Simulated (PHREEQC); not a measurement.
Dissolve 0.0038 mol NH4Cl, 0.0042 mol Na2HPO4 and 0.0016 mol NaCl per kg of water at 70 °C. Closed to the air; pH follows from the charge balance.

All values are PHREEQC results (ion-association model, wateq4f.dat), not measurements.

No solid was allowed to form.

Problem. Order these P species by the share of P that they hold, largest first: H2PO4-, NaHPO4-, HPO4-2.

Solution. HPO4-2 (80 %), H2PO4- (19 %), NaHPO4- (0.90 %)

The pH is 7.55 and the ionic strength 0.0163 mol/kgw. H3PO4, which wateq4f.dat lacks, is added to it with the constant of phreeqc.dat. Constants without temperature data keep their 25 °C values here.
